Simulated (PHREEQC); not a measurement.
Consider water at 25 °C with 86 mmol/kgw HCl, 31 mmol/kgw ZnSO4 and 6.4 mmol/kgw Na2SO4. Closed to the air; pH follows from the charge balance.

The numbers come from PHREEQC with the ion-association model, phreeqc.dat.

Q: The ionic strength comes out as 0.160 mol/kgw. What activity coefficients do SO4-2, ZnCl3-, Zn(SO4)2-2, Na+, Cl- get?

A: SO4-2 0.32, ZnCl3- 0.73, Zn(SO4)2-2 0.33, Na+ 0.76, Cl- 0.73.

No solid was allowed to form.
